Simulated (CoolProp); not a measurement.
Vapour-liquid equilibrium of acetone (1) + n-decane (2) at 0.163 MPa; x and y are mole fractions of (1).

Values from CoolProp's multi-fluid Helmholtz-energy mixture model, Lemmon 2006 and Lemmon 2006; pair parameters Bell 2016.

| x | bubble temperature, mixture model (°C) | bubble temperature, Raoult's law (°C) | y, mixture model | y, Raoult's law |
|---|---|---|---|---|
| 0.05 | 162.5 | 168.2 | … | 0.493 |
| 0.15 | … | 137.3 | 0.883 | 0.813 |
| 0.25 | 99.7 | 119.2 | 0.949 | 0.910 |
| 0.35 | 89.6 | 106.9 | 0.969 | 0.950 |
| 0.45 | 84.3 | 97.8 | 0.977 | 0.970 |
| 0.55 | 81.3 | 90.7 | … | 0.982 |
| 0.65 | 79.2 | 84.9 | 0.984 | 0.989 |
| 0.75 | 77.2 | 80.1 | … | 0.994 |
| 0.85 | … | 75.9 | … | 0.997 |
| 0.95 | … | 72.3 | 0.996 | 0.999 |

Q: Complete the blanks.

A: 
- 0.05, y, mixture model: 0.542
- 0.15, bubble temperature, mixture model (°C): 120.1
- 0.55, y, mixture model: 0.981
- 0.75, y, mixture model: 0.987
- 0.85, bubble temperature, mixture model (°C): 75.0
- 0.85, y, mixture model: 0.991
- 0.95, bubble temperature, mixture model (°C): 72.2

The largest gap from Raoult's law is -19.5 K in bubble temperature, at x = 0.25. No azeotrope shows between x = 0.05 and 0.95.

Pair parameters are fitted to limited data, so mixtures are less certain than the pure fluids. With so large a gap from Raoult's law the liquid may split in two, which this calculation doesn't test in full.
